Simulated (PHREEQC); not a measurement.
NaOH is added in steps, without added water, to 1 kg of water holding 0.0013 mol BaCl2, 0.04 mol NaHCO3 and 9.7e-05 mol KCl, at 25 °C. Oxygen is held at 0.21 atm. No CO2 enters from the air. Only these solids could form: Witherite, Halite, Nahcolite, Natron.

Base run: PHREEQC, ion-association model, wateq4f.dat. Each further column changes one thing. The table gives Ba in solution (mol/kgw).

```csv
NaOH added (mol),base,all activity coefficients set to 1,Debye-Hückel limiting law,database phreeqc.dat
0,9.37e-5,?,0.000126,9.54e-5
0.00525,6.24e-6,3.05e-6,9.01e-6,6.36e-6
0.009625,3.87e-6,?,5.56e-6,3.93e-6
0.01487,3.01e-6,?,4.34e-6,3.06e-6
0.02013,2.62e-6,1.75e-6,3.82e-6,2.66e-6
0.02538,2.40e-6,?,?,2.44e-6
0.02975,2.28e-6,?,3.42e-6,2.31e-6
0.035,2.18e-6,1.60e-6,3.32e-6,2.21e-6
```

Q: Some entries are withheld; supply them.

A: 
- 0, all activity coefficients set to 1: 3.94e-5
- 0.009625, all activity coefficients set to 1: 2.20e-6
- 0.01487, all activity coefficients set to 1: 1.89e-6
- 0.02538, all activity coefficients set to 1: 1.68e-6
- 0.02538, Debye-Hückel limiting law: 3.55e-6
- 0.02975, all activity coefficients set to 1: 1.63e-6

 phreeqc.dat and wateq4f.dat share most of their constants, so their agreement is no independent check. Solids allowed in the column 'database phreeqc.dat': Witherite, Halite, Sylvite.
